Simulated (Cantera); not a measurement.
An isothermal, constant-pressure homogeneous reactor starts with H2 : O2 : N2 = 0.2 : 1 : 0.81 (molar parts), at 1400 K and 5.93 Torr.

Cantera simulation using the H2/O2 subset of GRI-Mech 3.0, which has no nitrogen chemistry; the numbers are that mechanism's predictions, not measurements. Radical loss at walls, strong at low pressure, is not modelled. The temperature is held fixed by assumption; the heat of reaction is taken as removed at once.

x: mole fraction; the columns are a selection and need not sum to one.

```json
[
 {"t (s)": "4.00e-6", "x H2": "0.0995", "x O2": "0.498", "x H2O": "2.63e-12", "x H": "2.67e-9", "x O": "8.12e-11", "x HO2": "2.74e-9", "x H2O2": "<1e-12"},
 {"t (s)": "1.87e-5", "x H2": "0.0995", "x O2": "0.498", "x H2O": "2.39e-10", "x H": "1.15e-8", "x O": "1.60e-9", "x HO2": "1.28e-8", "x H2O2": "2.60e-12"},
 {"t (s)": "8.75e-5", "x H2": "0.0995", "x O2": "0.498", "x H2O": "1.77e-8", "x H": "5.13e-8", "x O": "2.65e-8", "x HO2": "5.99e-8", "x H2O2": "5.61e-11"},
 {"t (s)": "0.000409", "x H2": "0.0995", "x O2": "0.498", "x H2O": "2.07e-6", "x H": "1.27e-6", "x O": "1.08e-6", "x HO2": "2.80e-7", "x H2O2": "1.15e-9"},
 {"t (s)": "0.00191", "x H2": "0.0136", "x O2": "0.440", "x H2O": "0.0658", "x H": "0.0281", "x O": "0.0375", "x HO2": "1.30e-6", "x H2O2": "7.81e-8"},
 {"t (s)": "0.00894", "x H2": "?", "x O2": "0.431", "x H2O": "0.0786", "x H": "?", "x O": "?", "x HO2": "1.28e-6", "x H2O2": "5.15e-8"},
 {"t (s)": "0.0418", "x H2": "0.00363", "x O2": "0.438", "x H2O": "0.0836", "x H": "0.0185", "x O": "0.0396", "x HO2": "1.29e-6", "x H2O2": "5.26e-8"},
 {"t (s)": "0.196", "x H2": "0.00167", "x O2": "0.457", "x H2O": "0.0960", "x H": "0.00515", "x O": "0.0166", "x HO2": "1.14e-6", "x H2O2": "4.72e-8"},
 {"t (s)": "0.915", "x H2": "0.000170", "x O2": "0.469", "x H2O": "0.103", "x H": "0.000158", "x O": "0.00161", "x HO2": "3.89e-7", "x H2O2": "1.84e-8"},
 {"t (s)": "4.28", "x H2": "1.10e-5", "x O2": "0.471", "x H2O": "0.104", "x H": "2.56e-6", "x O": "0.000103", "x HO2": "5.67e-8", "x H2O2": "3.73e-9"},
 {"t (s)": "20.0", "x H2": "?", "x O2": "0.471", "x H2O": "0.105", "x H": "?", "x O": "?", "x HO2": "?", "x H2O2": "9.39e-10"}
]
```

Q: Fill in the missing entries.

A: 
- 0.00894, x H2: 0.00425
- 0.00894, x H: 0.0248
- 0.00894, x O: 0.0485
- 20.0, x H2: 1.35e-6
- 20.0, x H: 1.11e-7
- 20.0, x O: 1.28e-5
- 20.0, x HO2: 4.25e-8
